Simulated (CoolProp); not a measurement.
Vapour-liquid equilibrium of R152A (1) + n-butane (2) at 345.9 K; x and y are mole fractions of (1).

Model: multi-fluid Helmholtz-energy mixture model, Outcalt 1996 and Bücker 2006; pair parameters Bell 2016, in CoolProp.

```json
[
 {"x": "0.05", "bubble pressure, mixture model (bar)": "10.46", "bubble pressure, Raoult's law (bar)": "9.186", "y, mixture model": "0.181", "y, Raoult's law": "0.109"},
 {"x": "0.15", "bubble pressure, mixture model (bar)": "13.30", "bubble pressure, Raoult's law (bar)": "10.33", "y, mixture model": "0.374", "y, Raoult's law": "0.291"},
 {"x": "0.25", "bubble pressure, mixture model (bar)": "15.31", "bubble pressure, Raoult's law (bar)": "11.47", "y, mixture model": "0.479", "y, Raoult's law": "0.437"},
 {"x": "0.35", "bubble pressure, mixture model (bar)": "16.80", "bubble pressure, Raoult's law (bar)": "12.62", "y, mixture model": "0.552", "y, Raoult's law": "0.556"},
 {"x": "0.45", "bubble pressure, mixture model (bar)": "17.95", "bubble pressure, Raoult's law (bar)": "13.76", "y, mixture model": "0.610", "y, Raoult's law": "0.656"},
 {"x": "0.55", "bubble pressure, mixture model (bar)": "18.87", "bubble pressure, Raoult's law (bar)": "14.90", "y, mixture model": "0.665", "y, Raoult's law": "0.740"},
 {"x": "0.65", "bubble pressure, mixture model (bar)": "19.60", "bubble pressure, Raoult's law (bar)": "16.04", "y, mixture model": "0.721", "y, Raoult's law": "0.812"},
 {"x": "0.75", "bubble pressure, mixture model (bar)": "20.12", "bubble pressure, Raoult's law (bar)": "17.19", "y, mixture model": "0.782", "y, Raoult's law": "0.875"},
 {"x": "0.85", "bubble pressure, mixture model (bar)": "20.38", "bubble pressure, Raoult's law (bar)": "18.33", "y, mixture model": "0.855", "y, Raoult's law": "0.930"},
 {"x": "0.95", "bubble pressure, mixture model (bar)": "20.28", "bubble pressure, Raoult's law (bar)": "19.47", "y, mixture model": "0.945", "y, Raoult's law": "0.978"}
]
```

The largest gap from Raoult's law is +33.5 % in bubble pressure, at x = 0.25. y crosses x between x = 0.85 and 0.95: the model has an azeotrope there.

Pair parameters are fitted to limited data, so mixtures are less certain than the pure fluids.
